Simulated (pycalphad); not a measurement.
Source of the numbers: pycalphad with the COST 507 light-alloy database (1999); pressure 1 atm. These are 1990s assessments: newer ones move some temperatures and phases. Phase fractions are per mole of atoms.

### Question
Give the equilibrium state of Al-3.21Si-1.73C (at.%) at 1500 K.

### Answer
```
T = 1500.00 K, P = 101325 Pa, N = 1 mol of atoms
G = -83804 J/mol, H = 45563 J/mol, S = 86.24 J/(mol K)  (SER reference)
chemical potentials (J/mol): Al -83356, Si -105732, C -67714
phase             fraction      x(Al)      x(Si)       x(C)
LIQUID              0.9599     0.9665     0.0334   0.000116
AL4C3               0.0401     0.5700     0.0014     0.4286
```

### Question
Give the equilibrium state of Al-3.21Si-1.73C (at.%) at 975 K.

### Answer
```
T = 975.00 K, P = 101325 Pa, N = 1 mol of atoms
G = -41847 J/mol, H = 28948 J/mol, S = 72.61 J/(mol K)  (SER reference)
chemical potentials (J/mol): Al -41106, Si -48026, C -71106
phase             fraction      x(Al)      x(Si)       x(C)
LIQUID              0.9605     0.9692     0.0308   2.22e-09
AL8SIC7             0.0395     0.5000     0.0625     0.4375
```

Database names, with the compositions (at.%) that they take in these runs: AL4C3: Al 57 C 43; AL8SIC7: Al 50 C 44 Si 6.
